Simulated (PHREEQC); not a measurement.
Copper plating or etch bath (model solution)

Consider water at 60 °C with 60 mmol/kgw CuCl2, 130 mmol/kgw HCl and 0.0265 mmol/kgw NaCl. Closed to the air; pH follows from the charge balance.

All values are PHREEQC results (ion-association model, phreeqc.dat), not measurements.

This is a speciation only: nothing precipitates in the calculation.

Q: Estimate the pH.

A: pH 0.99.

Q: In which forms is Cu present?

A: Cu+2 54 %, CuCl+ 42 %, CuCl2 3.1 % of the Cu.

Species that the database lacks are ignored. At this temperature some constants are extrapolated from 25 °C, and those without enthalpy data are left unchanged.
